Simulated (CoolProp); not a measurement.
1,2-dichloroethane along the isobar 21.2 MPa: Z from the reference equation and from simpler models built on Tc = 561.6 K, pc = 5.226 MPa, ω = 0.269; each cubic takes its own stable root.

Computed with CoolProp (reference Helmholtz-energy equation of state, Thol 2015).

```csv
T (K),phase,reference,van der Waals,Soave-Redlich-Kwong
385.7,liquid,0.5715,0.9312,0.6440
395.2,liquid,0.5646,0.9159,0.6355
404.7,liquid,0.5582,0.9014,0.6278
414.2,liquid,0.5524,0.8879,0.6208
423.8,liquid,0.5471,0.8750,0.6145
433.3,liquid,0.5424,0.8629,0.6089
442.8,liquid,0.5381,0.8516,0.6039
452.4,liquid,0.5343,0.8409,0.5996
461.9,liquid,0.5310,0.8309,0.5960
471.4,liquid,0.5282,0.8215,0.5930
480.9,liquid,0.5258,0.8127,0.5907
490.5,liquid,0.5239,0.8044,0.5890
500,liquid,0.5225,0.7968,0.5879
```
